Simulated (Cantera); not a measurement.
# Pyrogenic steam for wet oxidation

An isothermal, constant-pressure homogeneous reactor starts with H2 : O2 : N2 = 0.93 : 1 : 1.5 (molar parts), equivalence ratio 0.47, at 1123 K and 1.00 bar.

Detailed kinetics in Cantera: the H2/O2 subset of GRI-Mech 3.0, which has no nitrogen chemistry. The temperature is held fixed by assumption; the heat of reaction is taken as removed at once.

| t (s) | x H2 | x O2 | x O | x HO2 | x OH |
|---|---|---|---|---|---|
| 7.00e-6 | 0.271 | 0.292 | 5.69e-9 | 1.66e-8 | 2.67e-9 |
| 1.94e-5 | 0.271 | 0.292 | 5.22e-7 | 9.87e-7 | 2.43e-7 |
| 5.38e-5 | 0.0965 | 0.217 | 0.00622 | 0.000298 | 0.00564 |
| 0.000149 | 0.0140 | 0.186 | 0.000121 | 0.000202 | 0.000168 |
| 0.000413 | 0.0106 | 0.185 | 1.47e-5 | 0.000139 | 2.24e-5 |
| 0.00115 | 0.00781 | 0.184 | 1.08e-5 | 0.000115 | 1.89e-5 |
| 0.00318 | 0.00407 | 0.182 | 5.61e-6 | 7.54e-5 | 1.33e-5 |
| 0.00881 | 0.00135 | 0.181 | 1.57e-6 | 3.37e-5 | 7.37e-6 |
| 0.0244 | 0.000328 | 0.181 | 2.14e-7 | 1.03e-5 | 3.13e-6 |
| 0.0677 | 6.61e-5 | 0.180 | 2.24e-8 | 2.50e-6 | 1.35e-6 |
| 0.188 | 7.03e-6 | 0.180 | 2.05e-9 | 3.28e-7 | 8.37e-7 |
| 0.520 | 2.26e-8 | 0.180 | 8.86e-10 | 1.20e-8 | 1.14e-6 |
| 1.44 | 1.72e-9 | 0.180 | 1.81e-9 | 8.58e-9 | 1.64e-6 |
| 4.00 | 1.71e-9 | 0.180 | 1.88e-9 | 8.49e-9 | 1.67e-6 |
x: mole fraction; the columns are a selection and need not sum to one.

Equilibrium at this temperature and pressure: H2 1.71e-9, O2 0.180, O 1.88e-9, HO2 8.49e-9, OH 1.67e-6 (gas phase only).
